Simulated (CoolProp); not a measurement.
Vapour-liquid equilibrium of n-decane (1) + n-dodecane (2) at 247.05 °C; x and y are mole fractions of (1).

Model: multi-fluid Helmholtz-energy mixture model, Lemmon 2006 and Lemmon 2004; pair parameters Bell 2016, in CoolProp.

```csv
x,"bubble pressure, mixture model (kPa)","bubble pressure, Raoult's law (kPa)","y, mixture model","y, Raoult's law"
0.05,212.1,213.9,0.097,0.112
0.125,231.0,234.8,0.228,0.255
0.2,250.4,255.6,0.342,0.374
0.275,270.4,276.5,0.441,0.476
0.35,290.8,297.4,0.529,0.563
0.425,311.5,318.3,0.606,0.639
0.5,332.5,339.2,0.675,0.705
0.575,353.8,360.0,0.737,0.764
0.65,375.2,380.9,0.793,0.816
0.725,396.9,401.8,0.844,0.863
0.8,418.8,422.7,0.891,0.905
0.875,440.9,443.5,0.934,0.944
0.95,463.2,464.4,0.974,0.978
```

The largest gap from Raoult's law is -2.2 % in bubble pressure, at x = 0.35. No azeotrope shows between x = 0.05 and 0.95.

The pair parameters rest on a limited set of measurements; away from them the model extrapolates.
